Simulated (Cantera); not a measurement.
Feed: 1 mol Cu, 0.46 mol CO, 7 mol N2, at 10.0 mbar.

Cantera equilibrium calculation (NASA polynomials, part measured and part estimated; ideal gas, pure solids and liquids). Candidate condensed phases: C, Cu, CuO, Cu2O; 27 gas species. Equilibrium is a limit: real reactors are often held back by kinetics, nucleation or transport.

x: gas mole fraction; n: condensed amount in mol.

```csv
T (°C),x N2,x CO,x CO2,x Cu,x Cu2,n C(graphite),n Cu(s),n Cu(l)
452,0.953,0.0323,0.0151,<1e-12,<1e-12,0.111,1.00,0
602,0.939,0.0609,0.000399,5.03e-12,<1e-12,0.00297,1.00,0
752,0.938,0.0616,(withheld),(withheld),<1e-12,(withheld),1.00,0
902,0.938,0.0617,1.03e-6,6.05e-7,1.28e-11,0,1.000,0
1052,0.938,0.0617,(withheld),(withheld),(withheld),0,1.000,0
1202,0.938,0.0616,3.16e-8,0.000536,1.78e-7,0,0,0.996
1352,0.933,0.0613,1.79e-8,0.00571,4.69e-6,0,0,0.957
```

Problem. Fill in the missing entries.

Solution. 
- 752, x CO2: 1.31e-5
- 752, x Cu: 4.15e-9
- 752, n C(graphite): 9.75e-5
- 1052, x CO2: 1.47e-7
- 1052, x Cu: 2.81e-5
- 1052, x Cu2: 2.93e-9
